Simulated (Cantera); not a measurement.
A perfectly stirred reactor is fed with CH4 : O2 : N2 = 0.02 : 0.0026 : 1 (molar parts), at 1500000 Pa; it is held at 1523 K, and followed from long to short residence time.

Cantera simulation using GRI-Mech 3.0 (53 species, 325 reactions); the numbers are that mechanism's predictions, not measurements. GRI-Mech 3.0 stops at C3 and has no aromatics, soot or wall deposition, so with more carbon than oxygen in the feed, carbon stays in small species such as C2H2 where larger ones or solid carbon would form. The pressure lies above the range GRI-Mech 3.0 was tuned for (to about 10 atm).

What does this change do: pressure from 1500000 Pa to 1000000 Pa?


| quantity | before | after |
|---|---|---|
| x(CH4) at τ = 1.20 s | 0.00630 | 0.00649 |
| x(O2) at τ = 1.20 s | 1.76e-5 | 2.51e-5 |
| x(CH3) at τ = 1.20 s | 5.39e-6 | 6.82e-6 |
| x(NO) at τ = 1.20 s | 6.77e-11 | 1.19e-10 |
| x(C2H6) at τ = 1.20 s | 5.32e-6 | 5.74e-6 |
| x(CH4) at τ = 16.0 ms | 0.0158 | 0.0162 |
| x(O2) at τ = 16.0 ms | 0.00121 | 0.00143 |
| x(CH3) at τ = 16.0 ms | 2.36e-5 | 2.95e-5 |
| x(NO) at τ = 16.0 ms | 7.09e-10 | 6.04e-10 |
| x(C2H6) at τ = 16.0 ms | 0.000109 | 0.000116 |
